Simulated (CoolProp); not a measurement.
Vapour-liquid equilibrium of toluene (1) + n-decane (2) at 0.0954 MPa; x and y are mole fractions of (1).

Values from CoolProp's multi-fluid Helmholtz-energy mixture model, Lemmon 2006 and Lemmon 2006; pair parameters Bell 2016.

```json
[
 {"x": "0.05", "bubble temperature, mixture model (K)": "438.6", "bubble temperature, Raoult's law (K)": "438.3", "y, mixture model": "0.187", "y, Raoult's law": "0.201"},
 {"x": "0.2", "bubble temperature, mixture model (K)": "421.9", "bubble temperature, Raoult's law (K)": "422.4", "y, mixture model": "0.564", "y, Raoult's law": "0.568"},
 {"x": "0.35", "bubble temperature, mixture model (K)": "409.2", "bubble temperature, Raoult's law (K)": "410.7", "y, mixture model": "0.756", "y, Raoult's law": "0.754"},
 {"x": "0.5", "bubble temperature, mixture model (K)": "400.1", "bubble temperature, Raoult's law (K)": "401.6", "y, mixture model": "0.857", "y, Raoult's law": "0.859"},
 {"x": "0.65", "bubble temperature, mixture model (K)": "393.2", "bubble temperature, Raoult's law (K)": "394.3", "y, mixture model": "0.917", "y, Raoult's law": "0.923"},
 {"x": "0.8", "bubble temperature, mixture model (K)": "387.8", "bubble temperature, Raoult's law (K)": "388.3", "y, mixture model": "0.958", "y, Raoult's law": "0.964"},
 {"x": "0.95", "bubble temperature, mixture model (K)": "383.1", "bubble temperature, Raoult's law (K)": "383.2", "y, mixture model": "0.990", "y, Raoult's law": "0.993"}
]
```

The largest gap from Raoult's law is -1.5 K in bubble temperature, at x = 0.5. No azeotrope shows between x = 0.05 and 0.95.

Pair parameters are fitted to limited data, so mixtures are less certain than the pure fluids. The gap from Raoult's law changes sign with composition, which may be real or a fault of the pair parameters; it wasn't checked against measurements.
